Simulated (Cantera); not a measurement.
## Boron, boron nitride and boron oxide: BF3 + N2 + H2O

A closed system holds: 1 mol BF3, 1.2 mol N2, 19 mol H2O, at 133 Pa.

Cantera equilibrium calculation (NASA polynomials, part measured and part estimated; ideal gas, pure solids and liquids). Candidate condensed phases: B, BN, B2O3, B3O3H3, H2O; 62 gas species. Gases not in the tables: H3BO3. Kinetics and transport are ignored.

```
T (K)  x H2O   x HF      x H2       x H      x OH    x N2      x O2   x HBO2       x O    x BOF  n B2O3(l)
-----  -----  -----  --------  --------  --------  ------  --------  -------  --------  -------  ---------
1100   0.804  0.133   1.21e-5   2.46e-9   7.31e-7  0.0551   5.78e-6  0.00428  1.64e-10  0.00270      0.399
1200   0.789  0.124   5.43e-5   3.98e-8   4.63e-6  0.0544   2.56e-5   0.0202   3.48e-9   0.0111      0.140
1300   0.781  0.120  0.000195   4.23e-7   2.21e-5  0.0541   9.06e-5   0.0299   4.61e-8   0.0150          0
1400   0.779  0.121  0.000588   3.23e-6   8.51e-5  0.0540  0.000269   0.0304   4.25e-7   0.0145          0
1500   0.778  0.121   0.00153   1.89e-5  0.000273  0.0540  0.000689   0.0308   2.92e-6   0.0141          0
1600   0.774  0.121   0.00355   8.87e-5  0.000757  0.0539   0.00157   0.0311   1.57e-5   0.0137          0
1700   0.767  0.121   0.00743  0.000348   0.00186  0.0538   0.00323   0.0313   6.96e-5   0.0133          0
1800   0.755  0.121    0.0142   0.00117   0.00410  0.0535   0.00612   0.0312  0.000261   0.0130          0
1900   0.734  0.120    0.0253   0.00345   0.00825  0.0529    0.0107   0.0308  0.000847   0.0128          0
2000   0.700  0.118    0.0417   0.00909    0.0152  0.0520    0.0176   0.0300   0.00243   0.0125          0
2100   0.647  0.115    0.0639    0.0216    0.0260  0.0505    0.0270   0.0284   0.00625   0.0122          0
2200   0.569  0.110    0.0908    0.0465    0.0407  0.0481    0.0384   0.0259    0.0145   0.0118          0
2300   0.466  0.102     0.118    0.0910    0.0579  0.0446    0.0504   0.0222    0.0305   0.0113          0
```
x: gas mole fraction; n: condensed amount in mol.

From 1100 K to 1200 K the condensed part is B2O3(l). From 1300 K to 2300 K nothing is condensed.
